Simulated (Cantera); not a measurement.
A perfectly stirred reactor is fed with 10.1 % CH₄, 18.4 % O₂, 69.2 % N₂, 2.23 % H₂O, equivalence ratio 1.1, at 0.310 bar; it is adiabatic with a 800 K inlet, and is followed from long to short residence time, starting on the burning branch (τ in s: 0.028, 0.01, 0.0038, 0.0014, 0.00051, 0.00019, 6.8e-05, 2.5e-05, 9.2e-06, 3.4e-06).

Cantera simulation using GRI-Mech 3.0 (53 species, 325 reactions); the numbers are that mechanism's predictions, not measurements.

x: mole fraction; the columns are a selection and need not sum to one.

```
τ (s)    T (K)     x CH₄     x O₂   x H₂O   x H₂O₂     x CH₃    x C₂H₄      x NO
-------  -----  --------  -------  ------  -------  --------  --------  --------
0.028     2336   9.62e-6  0.00785   0.190  4.67e-8   6.50e-6  8.08e-10   0.00114
0.010     2280   2.16e-5   0.0101   0.185  5.08e-8   1.36e-5   3.08e-9  0.000622
0.0038    2213   4.74e-5   0.0126   0.180  5.93e-8   2.73e-5   1.08e-8  0.000325
0.0014    2143         ?        ?   0.174        ?         ?         ?         ?
0.00051   2083  0.000304   0.0184   0.170  9.30e-8  0.000147   2.74e-7  0.000107
0.00019   2024  0.000929   0.0242   0.168  1.30e-7  0.000417   2.35e-6   6.97e-5
6.8e-5     800     0.101    0.184  0.0223   <1e-12    <1e-12    <1e-12    <1e-12
2.5e-5     800     0.101    0.184  0.0223   <1e-12    <1e-12    <1e-12    <1e-12
9.2e-6     800     0.101    0.184  0.0223   <1e-12    <1e-12    <1e-12    <1e-12
3.4e-6     800     0.101    0.184  0.0223   <1e-12    <1e-12    <1e-12    <1e-12
```

Question: What belongs in the gaps?

Answer: 
- 0.0014, x CH₄: 0.000114
- 0.0014, x O₂: 0.0153
- 0.0014, x H₂O₂: 7.35e-8
- 0.0014, x CH₃: 5.99e-5
- 0.0014, x C₂H₄: 4.68e-8
- 0.0014, x NO: 0.000175
